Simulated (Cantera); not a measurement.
A freely propagating, adiabatic, planar premixed flame of 12.3 % CH₄, 1.36 % CO, 18.1 % O₂, 68.1 % N₂, equivalence ratio 1.4, unburnt at 650 K and 1.09 atm; multicomponent+Soret transport, grid criteria slope 0.08 and curve 0.16, no radiation.

Cantera simulation using GRI-Mech 3.0 (53 species, 325 reactions); the numbers are that mechanism's predictions, not measurements. Burning velocities carry a grid error of a few per cent, more on coarse grids.

x: mole fraction of selected species; z is measured from the peak of heat release.

```json
[
 {"z (mm)": "-1.16", "T (K)": "650", "u (m/s)": "0.968", "x CH₄": "0.123", "x CO": "0.0136", "x O₂": "0.181", "x O": "<1e-8", "x CO₂": "5.55e-7", "x OH": "<1e-8"},
 {"z (mm)": "-0.773", "T (K)": "655", "u (m/s)": "0.979", "x CH₄": "0.122", "x CO": "0.0136", "x O₂": "0.180", "x O": "<1e-8", "x CO₂": "1.04e-5", "x OH": "<1e-8"},
 {"z (mm)": "-0.580", "T (K)": "671", "u (m/s)": "1.01", "x CH₄": "0.120", "x CO": "0.0140", "x O₂": "0.179", "x O": "<1e-8", "x CO₂": "6.01e-5", "x OH": "1.66e-8"},
 {"z (mm)": "-0.386", "T (K)": "768", "u (m/s)": "1.16", "x CH₄": "0.110", "x CO": "0.0170", "x O₂": "0.171", "x O": "…", "x CO₂": "0.000613", "x OH": "6.16e-7"},
 {"z (mm)": "-0.193", "T (K)": "1192", "u (m/s)": "1.84", "x CH₄": "0.0752", "x CO": "0.0355", "x O₂": "0.131", "x O": "…", "x CO₂": "0.00534", "x OH": "2.35e-5"},
 {"z (mm)": "-0.0966", "T (K)": "1572", "u (m/s)": "2.47", "x CH₄": "0.0414", "x CO": "0.0574", "x O₂": "0.0864", "x O": "…", "x CO₂": "0.0122", "x OH": "0.000217"},
 {"z (mm)": "0", "T (K)": "1915", "u (m/s)": "3.06", "x CH₄": "0.0118", "x CO": "0.0801", "x O₂": "0.0396", "x O": "…", "x CO₂": "0.0220", "x OH": "0.00114"},
 {"z (mm)": "0.0966", "T (K)": "2085", "u (m/s)": "3.34", "x CH₄": "0.00169", "x CO": "0.0883", "x O₂": "0.0133", "x O": "0.000461", "x CO₂": "0.0315", "x OH": "0.00263"},
 {"z (mm)": "0.193", "T (K)": "2136", "u (m/s)": "3.42", "x CH₄": "0.000195", "x CO": "0.0864", "x O₂": "0.00421", "x O": "0.000475", "x CO₂": "0.0386", "x OH": "0.00344"},
 {"z (mm)": "0.386", "T (K)": "2159", "u (m/s)": "3.44", "x CH₄": "3.95e-6", "x CO": "0.0815", "x O₂": "0.000856", "x O": "…", "x CO₂": "0.0454", "x OH": "0.00358"},
 {"z (mm)": "0.773", "T (K)": "2175", "u (m/s)": "3.46", "x CH₄": "1.35e-8", "x CO": "0.0793", "x O₂": "0.000431", "x O": "…", "x CO₂": "0.0480", "x OH": "0.00320"},
 {"z (mm)": "1.55", "T (K)": "2194", "u (m/s)": "3.49", "x CH₄": "<1e-8", "x CO": "0.0794", "x O₂": "0.000280", "x O": "…", "x CO₂": "0.0481", "x OH": "0.00264"},
 {"z (mm)": "3.09", "T (K)": "2214", "u (m/s)": "3.52", "x CH₄": "<1e-8", "x CO": "0.0797", "x O₂": "0.000149", "x O": "…", "x CO₂": "0.0479", "x OH": "0.00197"}
]
```

Task: Fill in the missing entries.

Result: 
- -0.386, x O: 1.29e-7
- -0.193, x O: 1.06e-5
- -0.0966, x O: 7.91e-5
- 0, x O: 0.000291
- 0.386, x O: 0.000410
- 0.773, x O: 0.000312
- 1.55, x O: 0.000204
- 3.09, x O: 0.000109
